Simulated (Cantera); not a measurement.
# Low-pressure radical oxidation in H2/O2

An isothermal, constant-pressure homogeneous reactor starts with H₂ : O₂ : H₂O = 0.009 : 1 : 0.046 (molar parts), equivalence ratio 0.0045, at 1325 K and 2670 Pa.

Model: the H2/O2 subset of GRI-Mech 3.0, which has no nitrogen chemistry, integrated in Cantera. Radical loss at walls, strong at low pressure, is not modelled.

| t (s) | x H₂ | x O₂ | x H₂O | x H | x HO₂ | x O | x OH |
|---|---|---|---|---|---|---|---|
| 6.00e-5 | 0.00853 | 0.948 | 0.0436 | 2.15e-9 | 8.05e-9 | 6.33e-9 | 6.60e-9 |
| 0.000147 | 0.00853 | 0.948 | 0.0436 | 3.79e-9 | 1.98e-8 | 2.27e-8 | 2.24e-8 |
| 0.000361 | 0.00853 | 0.948 | 0.0436 | 1.22e-8 | 4.87e-8 | 1.11e-7 | 1.03e-7 |
| 0.000886 | 0.00853 | 0.948 | 0.0436 | 1.59e-7 | 1.26e-7 | 1.66e-6 | 1.51e-6 |
| 0.00217 | 0.00747 | 0.947 | 0.0443 | 6.59e-5 | 1.84e-6 | 0.000668 | 0.000570 |
| 0.00533 | 0.000160 | 0.941 | 0.0507 | 0.000445 | 2.45e-6 | 0.00587 | 0.00214 |
| 0.0131 | 0.000124 | 0.942 | 0.0510 | 0.000307 | 2.16e-6 | 0.00459 | 0.00190 |
| 0.0321 | 7.49e-5 | 0.944 | 0.0514 | 0.000144 | 1.62e-6 | 0.00276 | 0.00148 |
| 0.0788 | 3.13e-5 | 0.946 | 0.0518 | 3.87e-5 | 9.33e-7 | 0.00115 | 0.000957 |
| 0.193 | 9.36e-6 | 0.947 | 0.0521 | 6.34e-6 | 3.87e-7 | 0.000344 | 0.000525 |
| 0.474 | 2.42e-6 | 0.947 | 0.0522 | 8.34e-7 | 1.31e-7 | 8.89e-5 | 0.000267 |
| 1.16 | 6.45e-7 | 0.948 | 0.0523 | 1.16e-7 | 4.96e-8 | 2.38e-5 | 0.000138 |
| 2.85 | 1.94e-7 | 0.948 | 0.0523 | 1.93e-8 | 3.23e-8 | 7.20e-6 | 7.62e-5 |
| 7.00 | 7.34e-8 | 0.948 | 0.0523 | 4.49e-9 | 3.64e-8 | 2.73e-6 | 4.69e-5 |
x: mole fraction; the columns are a selection and need not sum to one.

Equilibrium at this temperature and pressure: H₂ 4.45e-8, O₂ 0.948, H₂O 0.0523, H 2.13e-9, HO₂ 4.28e-8, O 1.65e-6, OH 3.65e-5 (gas phase only).
